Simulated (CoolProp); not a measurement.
Chloromethane (R40) at 298.15 K and 0.404 MPa is compressed adiabatically to 1.55 MPa with isentropic efficiency 0.9. Each further row changes one setting.

The numbers come from the reference Helmholtz-energy equation of state, Thol 2014 in CoolProp.

| case | work (kJ/kg) | final temperature (K) | final density (kg/m³) |
|---|---|---|---|
| as stated | … | … | … |
| efficiency 1 | … | … | 27.2 |
| efficiency 0.65 | … | … | … |

Q: Some entries are withheld; supply them.

A: 
- as stated, work (kJ/kg): 76.6
- as stated, final temperature (K): 397.0
- as stated, final density (kg/m³): 26.5
- efficiency 1, work (kJ/kg): 69.0
- efficiency 1, final temperature (K): 390.2
- efficiency 0.65, work (kJ/kg): 106
- efficiency 0.65, final temperature (K): 423.6
- efficiency 0.65, final density (kg/m³): 24.2
